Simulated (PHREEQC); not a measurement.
Consider water at 20 °C with 0.11 mol/kgw NH4HF2, 0.03 mol/kgw H2SiF6 and 0.84 mol/kgw HCl. Closed to the air; pH follows from the charge balance.

Model: ion-association model, phreeqc.dat, run in PHREEQC.

The ionic strength comes out as 0.931 mol/kgw. What activity coefficients do Cl-, H+, F-, HF2-, SiF6-2 get?

Cl- 0.62, H+ 0.75, F- 0.59, HF2- 0.78, SiF6-2 0.18.

No solid was allowed to form. Ionic strength above about 0.7 mol/kgw puts this run outside the model's range. Species that the database lacks are ignored. SiF6-2 is the database's only silicon fluoride.
